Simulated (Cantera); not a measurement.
Feed: 1 mol B, 3.6 mol H₂O, equilibrated at 1423 K and 9100 Pa.

These are equilibrium values from Cantera (NASA tables, ideal gas, pure condensed phases), not measurements of a reactor. Candidate condensed phases: B, B₂O₃, B₃O₃H₃, H₂O; 23 gas species. Gases not in the tables: H₃BO₃. Rates play no part.

Base state: H₂O 0.559, H₂ 0.411, HBO₂ 0.0292, (HBO₂)₃ 0.000717, B₂O₃ 4.51e-5, H 1.41e-5 (mole fractions); condensed: B₂O₃(l).

Question: What changes in the equilibrium state with this change: temperature from 1423 K to 1448.15 K?

Answer: 
```csv
species,before,after
H₂O,0.559,0.553
H₂,0.411,0.409
HBO₂,0.0292,0.0371
B₂O₃,4.51e-5,7.93e-5
HBO,7.08e-6,1.07e-5
"B₂O₃(l), mol",0.443,0.428
```
